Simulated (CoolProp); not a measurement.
Vapour-liquid equilibrium of R113 (1) + n-heptane (2) at 178.95 °C; x and y are mole fractions of (1).

The numbers come from the multi-fluid Helmholtz-energy mixture model, Marx 1992 and Span 2003; pair parameters Bell 2016 in CoolProp.

Give the bubble pressure and the first vapour's composition at x = 0.35, 0.75, 0.95. Is there an azeotrope?

x = 0.35: 11.46 bar, y = 0.551; x = 0.75: 16.63 bar, y = 0.847; x = 0.95: 19.26 bar, y = 0.969. No azeotrope shows between x = 0.05 and 0.95.

The pair parameters rest on a limited set of measurements; away from them the model extrapolates.
